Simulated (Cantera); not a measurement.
Charge: 1 mol BCl3, 17 mol N2, equilibrated at 1673 K and 0.133 bar.

Equilibrium computed with Cantera from the NASA thermochemical tables; the gas is ideal and each condensed phase is pure. Candidate condensed phases: B, BN; 10 gas species. The tables' values for BCl2, BCl are old estimates; treat these amounts as uncertain. The numbers say what is thermodynamically allowed, not how fast it happens.

What is the equilibrium state?


```json
{
 "x(N2)": "0.944",
 "x(BCl3)": "0.0549",
 "x(Cl)": "0.00101",
 "x(BCl2)": "0.000369",
 "x(BCl)": "2.91e-5",
 "x(Cl2)": "4.89e-6",
 "n(BN(s))": "0.00354 mol",
 "gas_amount": "18.01 mol",
 "log10 activity of B(s) (absent)": "-2.78"
}
```
